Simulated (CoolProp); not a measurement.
Water at 359.66 K and 0.0412 MPa is throttled through a valve to 0.0144 MPa with no heat exchange. Each further row changes one setting.

The numbers come from the reference Helmholtz-energy equation of state, Wagner 2002 in CoolProp.

```csv
case,temperature change (K),final density (kg/m³)
as stated,?,?
outlet pressure 0.00432 MPa,?,?
outlet pressure 0.0187 MPa,?,?
```

### Question
Some entries are withheld; supply them.

### Answer

- as stated, temperature change (K): -2.1
- as stated, final density (kg/m³): 0.0875
- outlet pressure 0.00432 MPa, temperature change (K): -2.9
- outlet pressure 0.00432 MPa, final density (kg/m³): 0.0263
- outlet pressure 0.0187 MPa, temperature change (K): -1.8
- outlet pressure 0.0187 MPa, final density (kg/m³): 0.114
